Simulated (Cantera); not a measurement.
A Cantera script and what it prints.

```python
import numpy as np
import cantera as ct

gas_names = """
    B BCL BCL2 BCL3 BH BH2 BH3 BN B2 CL CL2 H HCL H2 N NH NH2 NH3 N2 N2H2 N2H4
""".split()
cond_names = """
    B(b) B(L) BN(s) NH4CL(a) NH4CL(b)
""".split()


# ... load() reads the species with a 1 bar reference pressure and builds the phases ...
atoms = {
    'BCl3': {'B': 1, 'CL': 3},
    'NH3': {'N': 1, 'H': 3},
    'N2': {'N': 2},
}
top_T = {'BN(s)': 3200}  # K; cautious upper limits of use, not melting points


# ... equilibrate(T, P, feed) seeds the gas with the atoms and calls Mixture.equilibrate('TP', solver="vcs", rtol=1e-11, max_steps=5000) ...
results = []
feed = {'BCl3': 1, 'NH3': 0.82, 'N2': 85}  # mol
T = 1600  # K
P = 133.322  # Pa
mix = equilibrate(T, P, feed)
results.append((T, P, feed, dict(zip(mix.species_names, mix.species_moles))))
print(gas.report(threshold=0.0001))
for i in range(1, mix.n_phases):
    print(f"{mix.phase(i).name:16s} {mix.phase_moles(i):12.5e} mol")
```

Result:

```
       temperature   1600 K
          pressure   133.32 Pa
           density   0.0002846 kg/m^3
  mean mol. weight   28.398 kg/kmol
   phase of matter   gas

                          1 kg             1 kmol
                     ---------------   ---------------
          enthalpy        1.3732e+06        3.8995e+07  J
   internal energy         9.047e+05        2.5691e+07  J
           entropy             10582        3.0049e+05  J/K
    Gibbs function       -1.5557e+07       -4.4179e+08  J
 heat capacity c_p            1236.2             35106  J/K
 heat capacity c_v            943.44             26791  J/K

                      mass frac. Y      mole frac. X     chem. pot. / RT
                     ---------------   ---------------   ---------------
               BCL        0.00034378        0.00021104           -33.716
              BCL2        0.00040902        0.00014215           -59.789
              BCL3         0.0064171         0.0015554           -85.863
                CL         0.0021467         0.0017197           -26.073
               HCL          0.035061           0.02731           -42.759
                H2        2.4831e-05        0.00034977           -33.371
                N2            0.9556           0.96868           -32.865
     [  +14 minor]        1.8039e-06        2.8175e-05

B(b)              0.00000e+00 mol
BN(s)             8.32538e-01 mol
```

Method: chemical equilibrium by Gibbs-energy minimisation in Cantera with the NASA 1993 tables (ideal gas, pure condensed phases). The tables' values for BCl, BCl2 are old estimates; treat these amounts as uncertain.
